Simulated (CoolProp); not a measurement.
A closed Brayton cycle with nitrogen: compressor inlet 327.15 K and 3.1 MPa, high pressure 9.46 MPa, turbine inlet 665 K, compressor efficiency 0.8, turbine efficiency 0.9, recuperator effectiveness 0.95 (on enthalpy, no pinch check). Each further row changes one setting.

The numbers come from the reference Helmholtz-energy equation of state, Span 2000 in CoolProp.

```tsv
case	thermal efficiency (%)	net work (kJ/kg)	compressor to turbine work	compressor exit (K)	turbine exit (K)
as stated	6.7	11.9	0.93	481.3	505.0
turbine inlet 615 K	-1.0	-1.48	1.0	481.3	465.8
compressor inlet 337.15 K	3.8	6.79	0.96	495.8	505.0
high pressure 8.04 MPa	10.7	16.9	0.89	455.7	525.7
recuperator effectiveness 0.5	6.3	11.9	0.93	481.3	505.0
```
